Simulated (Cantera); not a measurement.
# Thermodynamics of boron, boron nitride and boron oxide, feed B + H₂ + H₂O

Charge: 1 mol B, 25 mol H₂, 10 mol H₂O, at 0.110 bar.

Method: chemical equilibrium by Gibbs-energy minimisation in Cantera with the NASA 1993 tables (ideal gas, pure condensed phases). Candidate condensed phases: B, B₂O₃, B₃O₃H₃, H₂O; 23 gas species. Gases not in the tables: H₃BO₃. Equilibrium is a limit: real reactors are often held back by kinetics, nucleation or transport.

| T (K) | log p H₂ | log p H₂O | log p HBO₂ | log p H | log p (HBO₂)₃ | log p HBO | log p OH | n B₂O₃(l) |
|---|---|---|---|---|---|---|---|---|
| 975 | -1.08 | -1.58 | -5.60 | -9.48 | -3.86 | -10.56 | -12.72 | 0.434 |
| 1125 | -1.08 | -1.58 | -4.36 | -7.89 | -4.17 | -8.48 | -10.67 | 0.461 |
| 1275 | -1.08 | -1.58 | -3.43 | -6.67 | -4.41 | -6.91 | -9.10 | 0.423 |
| 1425 | -1.08 | -1.59 | -2.72 | -5.71 | -4.64 | -5.68 | -7.88 | 0.179 |
| 1575 | -1.09 | -1.61 | -2.52 | -4.92 | -5.94 | -5.07 | -6.88 | 0 |
| 1725 | -1.09 | -1.61 | -2.52 | -4.27 | -7.50 | -4.74 | -6.05 | 0 |
| 1875 | -1.09 | -1.61 | -2.52 | -3.73 | -8.80 | -4.46 | -5.35 | 0 |
| 2025 | -1.09 | -1.61 | -2.53 | -3.26 | -9.92 | -4.23 | -4.76 | 0 |
| 2175 | -1.09 | -1.61 | -2.54 | -2.86 | -10.88 | -4.04 | -4.24 | 0 |
log p: log10 of the partial pressure in bar; n: condensed amount in mol.

From 975 K to 1425 K the condensed part is B₂O₃(l). From 1575 K to 2175 K nothing is condensed.
